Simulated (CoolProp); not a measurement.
Computed with CoolProp (reference Helmholtz-energy equation of state, Lemmon 2006). It is a short technical equation, of lower accuracy than the large ones.

Task: For CH3F (R41), give the phase and the cv (kJ/(kg K)), Joule-Thomson coefficient (K/MPa) at 188.5 K and 0.704 MPa; 256.1 K and 0.704 MPa; 323.6 K and 0.704 MPa.

Result: 
- 188.5 K and 0.704 MPa: liquid; cv 1.29, Joule-Thomson coefficient -0.309
- 256.1 K and 0.704 MPa: gas; cv 0.958, Joule-Thomson coefficient 27.3
- 323.6 K and 0.704 MPa: gas; cv 0.935, Joule-Thomson coefficient 14.1
